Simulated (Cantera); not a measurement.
Cantera with NASA thermochemical tables; ideal gases at 1 bar, condensed phases pure. Values are per mole of reaction as written; species without (g) are pure solids or liquids, kept so even where they would boil at 1 bar.

Q: Between 1625 and 2625 K, where is each reaction favourable under standard conditions?
- 2 B + O₂(g) = B₂O₂(g)
- C + O₂(g) = CO₂(g)
- V + O₂(g) = VO₂(g)

A: 
- 2 B + O₂(g) = B₂O₂(g): ΔG° is -495 kJ at 1625 K and -499 kJ at 2625 K; it stays negative (K > 1). ΔH° is -578 kJ and ΔS° -30 J/K at 2625 K.
- C + O₂(g) = CO₂(g): ΔG° is -396 kJ at 1625 K and -396 kJ at 2625 K; it stays negative (K > 1). ΔH° is -399 kJ and ΔS° -1 J/K at 2625 K.
- V + O₂(g) = VO₂(g): ΔG° is -271 kJ at 1625 K and -276 kJ at 2625 K; it stays negative (K > 1). ΔH° is -292 kJ and ΔS° -6 J/K at 2625 K.
